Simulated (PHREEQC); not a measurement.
Make-up at 20 °C: 0.013 mol HNO3, 0.041 mol CaCl2 and 0.0012 mol KCl per kg of water. Closed to the air; pH follows from the charge balance.

Model: ion-association model, wateq4f.dat, run in PHREEQC.

Each row changes one thing in this solution. This is a speciation only: nothing precipitates in the calculation.

| case | pH | SI of Portlandite (Ca(OH)2) |
|---|---|---|
| as made | 1.98 | -21.07 |
| KCl replaced by K2CO3 at the same molality | 2.06 | -20.89 |
| 0.00047 mol/kgw HBr added | 1.96 | -21.10 |
| KCl from 0.0012 to 0.0024 mol/kgw | 1.98 | -21.07 |
| HNO3 left out | 7.00 | -11.01 |

Species that the database lacks are ignored.
